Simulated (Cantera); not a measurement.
Charge: 1 mol SiCl₄, 0.22 mol NH₃, 5.5 mol H₂, held at 1725 K and 0.000130 bar.

Method: chemical equilibrium by Gibbs-energy minimisation in Cantera with the NASA 1993 tables (ideal gas, pure condensed phases). Candidate condensed phases: NH₄Cl, Si, Si₃N₄; 28 gas species. The tables' values for SiCl, SiCl₃ are old estimates; treat these amounts as uncertain. Rates play no part.

Base state: H₂ 0.594, HCl 0.251, SiCl₂ 0.120, N₂ 0.0137, H 0.0126, Cl 0.00411, Si 0.00257, SiCl 0.00131 (mole fractions); condensed: gas only.

What changes in the equilibrium state with this change: temperature from 1725 K to 1025 K?


| species | before | after |
|---|---|---|
| H₂ | 0.594 | 0.739 |
| HCl | 0.251 | 0.145 |
| SiCl₄ | 1.57e-6 | 0.0839 |
| SiCl₂ | 0.120 | 0.0199 |
| H | 0.0126 | 3.28e-7 |
| N₂ | 0.0137 | 1.51e-6 |
| Si | 0.00257 | <1e-9 |
| SiCl | 0.00131 | 1.03e-9 |
| Cl | 0.00411 | 5.92e-8 |
| SiH | 3.22e-5 | <1e-9 |
| Si₃N₄(s), mol | 0 | 0.0550 |
The tables' values for SiCl₃ are old estimates; treat these amounts as uncertain.
